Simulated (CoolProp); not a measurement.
A simple Rankine cycle with R134a: condensing at 304.15 K, boiler at 2.5 MPa, turbine inlet 454 K, turbine efficiency 0.75, pump efficiency 0.7, no recuperator. Each further row changes one setting.

Computed with CoolProp (reference Helmholtz-energy equation of state, Tillner-Roth 1994).

```csv
case,thermal efficiency (%),net work (kJ/kg),heat in (kJ/kg),turbine exit temperature (K),volume ratio over the turbine
as stated,8.2,25.9,315,418.1,3.11
condensing temperature 296.15 K,9.6,31.3,327,411.6,3.91
boiler pressure 1.75 MPa,5.9,18.8,321,430.2,2.17
turbine efficiency 0.65,7.0,22.1,315,421.6,3.14
```
